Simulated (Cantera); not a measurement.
Input (Python, Cantera) and output of one run.

```python
import numpy as np
import cantera as ct

gas_names = [...]  # 116 gases of nasa_gas.yaml made of C, H, Mg, O
cond_names = """
    C(gr) C6H6(L) C7H8(L) C8H18(L),n-octa H2O(s) H2O(L) Mg(cr) Mg(L) MgCO3(s) MgO(s) MgO(L) MgO2H2(s)
""".split()


# ... load() reads the species with a 1 bar reference pressure and builds the phases ...
atoms = {
    'MgCO3': {'Mg': 1, 'C': 1, 'O': 3},
    'H2': {'H': 2},
    'O2': {'O': 2},
}
top_T = {'C(gr)': 4500}  # K; cautious upper limits of use, not melting points


# ... equilibrate(T, P, feed) seeds the gas with the atoms and calls Mixture.equilibrate('TP', solver="vcs", rtol=1e-11, max_steps=5000) ...
results = []
T = 2023  # K
P = 20000  # Pa
for m in [0.066, 0.14, 0.32, 0.69, 1.5, 3.3, 7.2]:
    feed = {'MgCO3': 1, 'H2': 0.054, 'O2': m}  # mol
    mix = equilibrate(T, P, feed)
    results.append((T, P, feed, dict(zip(mix.species_names, mix.species_moles))))

top = {s: max(r[3][s] / sum(r[3][g] for g in gas_names) for r in results) for s in gas_names}
cols = sorted((s for s in top if top[s] > 0.001), key=lambda s: -top[s])[:9]
seen = [c for c in cond_names if any(r[3].get(c, 0) > 1e-12 for r in results)]
print("log10 of partial pressures in bar; condensed amounts in mol")
print(f"{'n(O2)':>10s}" + "".join(f"{s[:9]:>10s}" for s in cols + seen))
for T, P, feed, n in results:
    ng = sum(n[g] for g in gas_names)
    print(f"{feed['O2']:10.4g}" + "".join(f"{np.log10(max(n[s] / ng * P / 1e5, 1e-99)):10.3f}" for s in cols)
          + "".join(f"{n.get(c, 0):10.4g}" for c in seen))
```

It prints:

```
log10 of partial pressures in bar; condensed amounts in mol
     n(O2)       CO2        O2       H2O        CO        OH         O    MgO(s)
     0.066    -0.749    -2.069    -2.018    -2.510    -3.497    -4.133         1
      0.14    -0.773    -1.697    -2.046    -2.721    -3.419    -3.947         1
      0.32    -0.833    -1.359    -2.110    -2.950    -3.366    -3.778         1
      0.69    -0.937    -1.113    -2.219    -3.177    -3.359    -3.655         1
       1.5    -1.105    -0.934    -2.392    -3.433    -3.401    -3.566         1
       3.3    -1.338    -0.821    -2.633    -3.723    -3.493    -3.509         1
       7.2    -1.616    -0.760    -2.925    -4.033    -3.623    -3.478         1
```

Method: chemical equilibrium by Gibbs-energy minimisation in Cantera with the NASA 1993 tables (ideal gas, pure condensed phases).
